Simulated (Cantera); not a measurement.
Input (Python, Cantera) and output of one run.

```python
import numpy as np
import cantera as ct

gas_names = """
    Br Br2 H HBr HO2 H2 H2O H2O2 O OH O2 O3
""".split()
cond_names = """
    Br2(cr) Br2(L) H2O(s) H2O(L)
""".split()


def load(file, names, dense=False):
    # The tables refer to 1 bar. Condensed volumes are neglected.
    table = {s.name: s for s in ct.Species.list_from_file(file)}
    out = []
    for n in names:
        d = dict(table[n].input_data)
        d["thermo"] = dict(d["thermo"], **{"reference-pressure": 1e5})
        if dense:
            d["equation-of-state"] = {"model": "constant-volume", "density": "1e6 g/cm^3"}
        out.append(ct.Species.from_dict(d))
    return out


gas = ct.Solution(thermo="ideal-gas", species=load("nasa_gas.yaml", gas_names))
cond = {s.name: ct.Solution(thermo="fixed-stoichiometry", species=[s], name=s.name)
        for s in load("nasa_condensed.yaml", cond_names, dense=True)}
atoms = {
    'HBr': {'H': 1, 'Br': 1},
    'H2O': {'H': 2, 'O': 1},
    'O2': {'O': 2},
}
top_T = {}  # K; cautious upper limits of use, not melting points


def equilibrate(T, P, feed):
    n = {}
    for name, mol in feed.items():
        for a, k in atoms[name].items():
            n[a] = n.get(a, 0.0) + k * mol
    gas.TPX = T, P, n
    mass = sum(n.values()) * gas.mean_molecular_weight
    gas.equilibrate("TP")
    valid = [c for c in cond.values() if c.min_temp <= T <= top_T.get(c.name, c.max_temp)]
    mix = ct.Mixture([(gas, mass / gas.mean_molecular_weight)] + [(c, 0.0) for c in valid])
    mix.T, mix.P = T, P
    mix.equilibrate("TP", solver="vcs", rtol=1e-11, max_steps=5000)
    return mix


results = []
feed = {'HBr': 1, 'H2O': 0.35, 'O2': 0.062}  # mol
T = 2575  # K
P = 18  # Pa
mix = equilibrate(T, P, feed)
results.append((T, P, feed, dict(zip(mix.species_names, mix.species_moles))))
print(gas.report(threshold=0.0001))
for i in range(1, mix.n_phases):
    print(f"{mix.phase(i).name:16s} {mix.phase_moles(i):12.5e} mol")
```

Result:

```
       temperature   2575 K
          pressure   18 Pa
           density   2.5198e-05 kg/m^3
  mean mol. weight   29.971 kg/kmol
   phase of matter   gas

                          1 kg             1 kmol
                     ---------------   ---------------
          enthalpy        7.4241e+06        2.2251e+08  J
   internal energy        6.7098e+06         2.011e+08  J
           entropy            9083.4        2.7224e+05  J/K
    Gibbs function       -1.5966e+07       -4.7851e+08  J
 heat capacity c_p            751.09             22511  J/K
 heat capacity c_v            473.68             14197  J/K

                      mass frac. Y      mole frac. X     chem. pot. / RT
                     ---------------   ---------------   ---------------
                Br           0.88896           0.33344           -28.788
                 H          0.016054           0.47733           -16.157
               HBr         0.0068954         0.0025542           -44.944
                H2         0.0022995          0.034186           -32.314
               H2O           0.00268         0.0044586           -53.969
                 O          0.067922           0.12724           -21.656
                OH         0.0079581          0.014024           -37.813
                O2          0.007227         0.0067693           -43.312
     [   +4 minor]        1.4291e-06        2.9365e-07

Br2(L)            0.00000e+00 mol
```

These are equilibrium values from Cantera (NASA tables, ideal gas, pure condensed phases), not measurements of a reactor.
